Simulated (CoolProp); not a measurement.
Properties of decamethylcyclopentasiloxane (D5) along the isobar 101 kPa.

Computed with CoolProp (reference Helmholtz-energy equation of state, Thol 2019).

```tsv
T (K)	phase	density (kg/m³)	cp (kJ/(kg K))	expansivity (1/kK)
247.8	liquid	1008	___	1.101
268.2	liquid	986.0	1.692	1.104
288.6	liquid	964.0	1.704	1.114
309	liquid	942.2	1.722	1.132
329.3	liquid	920.6	1.745	1.156
349.7	liquid	___	1.772	1.189
370.1	liquid	876.9	1.801	1.232
390.5	liquid	854.7	1.833	___
410.8	liquid	832.1	1.866	1.353
```

### Question
What belongs in the gaps?

### Answer

- 247.8, cp (kJ/(kg K)): 1.686
- 349.7, density (kg/m³): 898.8
- 390.5, expansivity (1/kK): 1.285
